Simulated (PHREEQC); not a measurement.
Solution (25 °C): 0.012 mol/kgw NaH2PO4 and 0.004 mol/kgw NH3. Closed to the air; pH follows from the charge balance.

Computed with PHREEQC (ion-association model, phreeqc.dat).

| Property | Result |
|---|---|
| pH | 6.72 |
| ionic strength | 0.0199 mol/kgw |
| specific conductance | 1380 µS/cm |
| total alkalinity | 4.00 meq/kg |

```csv
species,molality,activity,log γ
Na+,0.0120,0.0104,-0.059
H2PO4-,0.00801,0.00702,-0.058
NH4+,0.00399,0.00344,-0.064
HPO4-2,0.00394,0.00230,-0.234
NaHPO4-,5.34e-5,4.68e-5,-0.058
NH3,1.03e-5,1.03e-5,0.002
H+,2.13e-7,1.89e-7,-0.051
H3PO4,1.95e-7,1.96e-7,0.002
OH-,6.16e-8,5.34e-8,-0.062
PO4-3,1.92e-8,5.47e-9,-0.546
```

No solid was allowed to form.
